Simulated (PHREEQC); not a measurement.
Solution (25 °C): 3.1 mol/kgw KCl, 2.8 mol/kgw CaCl2 and 0.077 mol/kgw MgCl2. Closed to the air; pH follows from the charge balance.

Equilibrium calculation in PHREEQC: Pitzer model, pitzer.dat.

This is a speciation only: nothing precipitates in the calculation.

Question: Predict the activity of water, osmotic coefficient.

Answer: activity of water 0.663; osmotic coefficient 1.538.

The solution is supersaturated, for example in Sylvite, so a real one may precipitate; this is no full list.
